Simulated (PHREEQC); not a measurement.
Synthetic water in mg/L, 35 °C, pH 2.93, pe 9.5: Na 190; K 14.8; Ca 91.1; Mg 46.7; Cl 152; S(6) as SO4 733; Si as SiO2 2.73.

Cl is adjusted to close the charge balance.
Valence states are taken as typed.

All values are PHREEQC results (ion-association model, wateq4f.dat), not measurements.

Precipitation was switched off in this run.

### Question
Order these Ca species by the share of Ca that they hold, largest first: CaSO4, CaHSO4+, Ca+2.

### Answer
Ca+2 (72 %), CaSO4 (27 %), CaHSO4+ (0.25 %)

The pH is 2.93 and the ionic strength 0.0242 mol/kgw.
